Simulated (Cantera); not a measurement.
# Si3N4 + Si + N2 (sublimation and decomposition of ceramics)

Feed: 1 mol Si3N4, 0.18 mol Si, 1.5 mol N2, equilibrated at 7.50 Torr.

These are equilibrium values from Cantera (NASA tables, ideal gas, pure condensed phases), not measurements of a reactor. Candidate condensed phases: Si, Si3N4; 7 gas species. The tables' values for SiN are old estimates; treat these amounts as uncertain. Kinetics and transport are ignored.

At 1773 K the condensed part is Si3N4(s). From 1873 K to 2473 K the condensed part is Si(l). From 2573 K to 2773 K nothing is condensed. The main Si-bearing gas is Si throughout.

```
T (K)   x N2      x Si     x Si2     x SiN    x Si2N     x Si3  n Si3N4(s)  n Si(l)
-----  -----  --------  --------  --------  --------  --------  ----------  -------
1773   1.000  0.000145   5.51e-7   6.97e-6   7.88e-6   9.07e-8        1.06        0
1873   0.999  0.000882   6.58e-6   3.17e-5   4.72e-5   1.51e-6           0     3.18
1973   0.997   0.00316   3.06e-5   8.75e-5  0.000118   6.65e-6           0     3.17
2073   0.989   0.00997  0.000122  0.000218  0.000268   2.53e-5           0     3.14
2173   0.970    0.0283  0.000429  0.000496  0.000560   8.49e-5           0     3.07
2273   0.923    0.0731   0.00134   0.00103   0.00108  0.000254           0     2.88
2373   0.817     0.174   0.00381   0.00194   0.00188  0.000693           0     2.37
2473   0.595     0.387   0.00992   0.00313   0.00283   0.00173           0    0.718
2573   0.528     0.459   0.00772   0.00302   0.00145  0.000739           0        0
2673   0.526     0.466   0.00462   0.00267  0.000620  0.000219           0        0
2773   0.525     0.469   0.00282   0.00237  0.000279   6.97e-5           0        0
```
x: gas mole fraction; n: condensed amount in mol.
